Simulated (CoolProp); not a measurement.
Properties of dodecamethylpentasiloxane (MD3M) along the isotherm 346.85 °C.

Values from CoolProp's reference Helmholtz-energy equation of state, Thol 2019.

```
p (MPa)  phase  cp (kJ/(kg K))  cv (kJ/(kg K))  Joule-Thomson coefficient (K/MPa)  isothermal compressibility (1/MPa)
-------  -----  --------------  --------------  ---------------------------------  ----------------------------------
0.053      gas           2.109           2.084                              11.12                               19.29
0.106      gas           2.115           2.087                              11.53                               9.883
0.159      gas           2.123           2.090                              12.00                               6.764
0.212      gas           2.131           2.093                              12.51                               5.221
0.265      gas           2.141           2.097                              13.09                               4.311
0.318      gas           2.153           2.101                              13.75                               3.721
0.371      gas           2.166           2.105                              14.52                               3.318
0.424      gas           2.183           2.110                              15.41                               3.036
0.477      gas           2.203           2.115                              16.46                               2.841
```
